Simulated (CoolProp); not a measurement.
A closed Brayton cycle with carbon dioxide: compressor inlet 323.15 K and 9.3 MPa, high pressure 20 MPa, turbine inlet 880 K, compressor efficiency 0.85, turbine efficiency 0.93, recuperator effectiveness 0.95 (on enthalpy, no pinch check). Each further row changes one setting.

Computed with CoolProp (reference Helmholtz-energy equation of state, Span 1996).

```
case                           thermal efficiency (%)  net work (kJ/kg)  compressor to turbine work  compressor exit (K)  turbine exit (K)
-----------------------------  ----------------------  ----------------  --------------------------  -------------------  ----------------
as stated                                        37.7              81.6                        0.28                378.2             780.6
turbine inlet 830 K                              36.0              74.5                        0.30                378.2                 ?
compressor inlet 333.15 K                           ?              75.0                        0.34                396.7             780.6
high pressure 17 MPa                             35.6              66.4                           ?                366.3             801.3
recuperator effectiveness 0.5                    18.9              81.6                        0.28                378.2             780.6
```

**Question.** Fill in the missing entries.

**Answer.** 
- turbine inlet 830 K, turbine exit (K): 734.2
- compressor inlet 333.15 K, thermal efficiency (%): 37.2
- high pressure 17 MPa, compressor to turbine work: 0.27
